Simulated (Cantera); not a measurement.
A perfectly stirred reactor is fed with CH4 : O2 : N2 = 1 : 1.33 : 5.01 (molar parts), equivalence ratio 1.5, at 503 Torr; it is adiabatic with a 625 K inlet, and is followed from long to short residence time, starting on the burning branch (τ in s: 0.027, 0.01, 0.0037, 0.0013, 0.00049, 0.00018, 6.7e-05, 2.5e-05, 9e-06, 3.3e-06).

Detailed kinetics in Cantera: GRI-Mech 3.0 (53 species, 325 reactions).

**Question.** Predict: blow-out, bracketed by the residence times tried; x(CH4) at τ = 27.0 ms; x(O2) at τ = 27.0 ms; x(NO) at τ = 27.0 ms; x(CH3) at τ = 27.0 ms; x(C2H4) at τ = 27.0 ms; x(CH4) at τ = 0.180 ms; x(O2) at τ = 0.180 ms.

**Answer.** 
- blow-out, bracketed by the residence times tried = burning at 0.490 ms, out at 0.180 ms
- x(CH4) at τ = 27.0 ms = 0.000142
- x(O2) at τ = 27.0 ms = 0.000206
- x(NO) at τ = 27.0 ms = 0.000254
- x(CH3) at τ = 27.0 ms = 8.82e-5
- x(C2H4) at τ = 27.0 ms = 3.44e-7
- x(CH4) at τ = 0.180 ms = 0.136
- x(O2) at τ = 0.180 ms = 0.181
